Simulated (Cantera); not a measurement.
Charge: 1 mol SiC, 0.17 mol N2O, 510 mol N2, equilibrated at 10000 Pa.

Equilibrium computed with Cantera from the NASA thermochemical tables; the gas is ideal and each condensed phase is pure. Candidate condensed phases: C, Si, SiC, SiO2, Si2N2O, Si3N4; 34 gas species. Mutual solubility and eutectic melting of coexisting phases are not modelled. Rates play no part. All values below are at 1300 K.

Base state: N2 1.000 (mole fractions); condensed: C(graphite) + Si2N2O(s) + Si3N4(s).

### Question
What changes in the equilibrium state with this change: N2O from 0.17 to 2.3 mol?

### Answer
```tsv
species	before	after
N2	1.000	0.998
CO	7.25e-6	0.00195
C(graphite), mol	0.996	0
Si2N2O(s), mol	0.166	0.233
Si3N4(s), mol	0.222	0
SiO2(β-quartz), mol	0	0.533
```
The tables hold silica as quartz up to 1696 K and as liquid above; real silica turns to tridymite and cristobalite and melts near 1996 K.
